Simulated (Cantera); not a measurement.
Gas activation for diamond growth

A perfectly stirred reactor is fed with 0.276 % CH4, 98.5 % H2, 1.18 % O2, equivalence ratio 42, at 0.0474 atm; it is held at 2700 K, and followed from long to short residence time.

Cantera simulation using GRI-Mech 3.0 (53 species, 325 reactions); the numbers are that mechanism's predictions, not measurements. Radical loss at walls, strong at low pressure, is not modelled.

| τ (s) | x CH4 | x H2 | x O2 | x O | x C2H2 | x C2H | x CO2 |
|---|---|---|---|---|---|---|---|
| 0.67 | 2.04e-8 | 0.761 | 2.16e-6 | 0.000230 | 5.89e-11 | 1.79e-12 | 8.29e-6 |
| 0.33 | 4.90e-8 | 0.769 | 2.04e-6 | 0.000209 | 2.93e-10 | 8.45e-12 | 8.32e-6 |
| 0.16 | 1.42e-7 | 0.785 | 1.88e-6 | 0.000174 | 1.99e-9 | 5.18e-11 | 8.36e-6 |
| 0.076 | 5.79e-7 | 0.813 | 1.84e-6 | 0.000122 | 2.23e-8 | 4.79e-10 | 8.44e-6 |
| 0.037 | 3.34e-6 | 0.851 | 2.62e-6 | 6.83e-5 | 3.88e-7 | 6.12e-9 | 8.50e-6 |
| 0.018 | 2.26e-5 | 0.888 | 6.21e-6 | 3.27e-5 | 7.62e-6 | 8.16e-8 | 8.38e-6 |
| 0.0086 | 0.000103 | 0.911 | 1.72e-5 | 1.75e-5 | 7.09e-5 | 5.42e-7 | 7.54e-6 |
| 0.0042 | 0.000268 | 0.923 | 4.36e-5 | 1.19e-5 | 0.000220 | 1.34e-6 | 5.74e-6 |
| 0.0020 | 0.000534 | 0.931 | 0.000110 | 9.26e-6 | 0.000340 | 1.70e-6 | 3.71e-6 |
| 0.00098 | 0.000878 | 0.938 | 0.000261 | 8.38e-6 | 0.000315 | 1.33e-6 | 2.67e-6 |
x: mole fraction; the columns are a selection and need not sum to one.
